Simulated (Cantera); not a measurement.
Input (Python, Cantera):

```python
import numpy as np
import cantera as ct

gas = ct.Solution("gri30.yaml")
gas.TPX = 1050, 100000, {'CH4': 1, 'C2H6': 0.079, 'O2': 1.9, 'N2': 7.13, 'CO2': 0.51}
reactor = ct.IdealGasConstPressureReactor(gas, energy="on", clone=False)
net = ct.ReactorNet([reactor])
net.rtol, net.atol = 1e-08, 1e-16
show = ['CH4', 'C2H6', 'O2', 'C2H2', 'O', 'NO2', 'N2O']
times = np.geomspace(5e-06, 8, 11)

steps = ct.SolutionArray(gas, extra=["t"])
rows = []
print(f"{'t/s':>10s}{'T/K':>9s}{'P/Pa':>11s}" + "".join(f"{s:>11s}" for s in show))
for t in times:
    while net.time < t:
        t_next = net.step()
        steps.append(gas.state, t=t_next)
    rows.append([np.interp(t, steps.t, y) for y in (steps.T, steps.P, *steps(*show).X.T)])
    print(f"{t:10.3e}{rows[-1][0]:9.1f}{rows[-1][1]:11.4g}" + "".join(f"{x:11.3e}" for x in rows[-1][2:]))
rate = np.gradient(steps.T, steps.t)
print("integrator steps:", len(steps.t))
if steps.T.max() > steps.T[0] + 200:
    print(f"time of steepest temperature rise: {steps.t[rate.argmax()]:.4e} s")
gas.TPX = 1050, 100000, {'CH4': 1, 'C2H6': 0.079, 'O2': 1.9, 'N2': 7.13, 'CO2': 0.51}
gas.equilibrate("HP")
print(f"equilibrium (HP): T = {gas.T:.1f} K  " + "  ".join(f"{s} {gas[s].X[0]:.3e}" for s in show))
```

Result:

```
       t/s      T/K       P/Pa        CH4       C2H6         O2       C2H2          O        NO2        N2O
 5.000e-06   1050.0      1e+05  9.417e-02  7.439e-03  1.789e-01  8.114e-23  4.125e-14  1.581e-34  6.201e-19
 2.086e-05   1050.0      1e+05  9.417e-02  7.439e-03  1.789e-01  1.044e-20  1.510e-13  5.076e-32  5.253e-18
 8.706e-05   1050.0      1e+05  9.417e-02  7.439e-03  1.789e-01  1.047e-18  6.014e-13  1.596e-29  7.186e-17
 3.633e-04   1050.0      1e+05  9.417e-02  7.439e-03  1.789e-01  1.009e-16  2.350e-12  6.052e-27  1.419e-15
 1.516e-03   1050.0      1e+05  9.417e-02  7.439e-03  1.789e-01  1.094e-14  8.610e-12  2.863e-24  3.919e-14
 6.325e-03   1050.0      1e+05  9.417e-02  7.438e-03  1.789e-01  1.566e-12  5.705e-11  2.032e-21  1.243e-12
 2.639e-02   1051.1      1e+05  9.395e-02  7.337e-03  1.787e-01  6.939e-09  3.246e-09  1.238e-16  4.831e-11
 1.101e-01   2498.8      1e+05  6.783e-15  8.750e-29  3.080e-03  4.491e-18  8.041e-04  2.686e-07  1.252e-07
 4.595e-01   2498.7      1e+05  6.787e-15  8.759e-29  3.078e-03  4.493e-18  8.036e-04  2.698e-07  1.253e-07
 1.917e+00   2498.7      1e+05  6.787e-15  8.759e-29  3.078e-03  4.493e-18  8.036e-04  2.698e-07  1.253e-07
 8.000e+00   2498.7      1e+05  6.787e-15  8.759e-29  3.078e-03  4.493e-18  8.036e-04  2.698e-07  1.253e-07
integrator steps: 2374
time of steepest temperature rise: 6.0410e-02 s
equilibrium (HP): T = 2498.7 K  CH4 8.291e-15  C2H6 1.205e-28  O2 3.078e-03  C2H2 4.847e-18  O 8.036e-04  NO2 2.698e-07  N2O 1.253e-07
```

Model: GRI-Mech 3.0 (53 species, 325 reactions), integrated in Cantera.
